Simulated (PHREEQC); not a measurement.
A PHREEQC input (ion-association model, phreeqc.dat):

```
SOLUTION 1
  temp 25
  units mg/kgw
  pH 6.93 charge
  pe 9.5
  Na 1.58
  K 0.0271
  Ca 10.5
  Mg 1.57
  Cl 5
  S(6) 15.4 as SO4
  Alkalinity 14.5 as HCO3
  F 0.0818
  Cd 0.0242
END
USE solution 1
EQUILIBRIUM_PHASES 1
  Quartz 0 0.5
  Gypsum 0 0
  CO2(g) -2.5 10
END
```

It stops with these messages:

```
ERROR: pH adustment cannot attain charge balance when alkalinity is fixed.
ERROR: Program terminating due to input errors.
```

The fault: pH asked from the charge balance while alkalinity is fixed. The line should read `pH 6.93` where the input has `pH 6.93 charge`. With the mend the run ends at pH 6.68 and ionic strength 0.00117 mol/kgw.
